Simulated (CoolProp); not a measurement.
Vapour-liquid equilibrium of cyclohexane (1) + m-xylene (2) at 506.7 K; x and y are mole fractions of (1).

Computed with CoolProp (multi-fluid Helmholtz-energy mixture model, Zhou 2014 and Zhou 2012; pair parameters Bell 2016).

```tsv
x	bubble pressure, mixture model (bar)	bubble pressure, Raoult's law (bar)	y, mixture model	y, Raoult's law
0.05	8.314	8.265	0.121	0.134
0.125	9.471	9.360	0.266	0.296
0.2	10.61	10.46	0.381	0.423
0.275	11.73	11.55	0.475	0.527
0.35	12.83	12.65	0.554	0.613
0.425	13.91	13.74	0.622	0.685
0.5	14.97	14.83	0.682	0.746
0.575	16.03	15.93	0.737	0.799
0.65	17.08	17.02	0.787	0.845
0.725	18.14	18.12	0.834	0.886
0.8	19.21	19.21	0.880	0.922
0.875	20.29	20.31	0.925	0.954
0.95	21.39	21.40	0.970	0.982
```

The largest gap from Raoult's law is +1.6 % in bubble pressure, at x = 0.275. No azeotrope shows between x = 0.05 and 0.95.

The pair parameters rest on a limited set of measurements; away from them the model extrapolates.
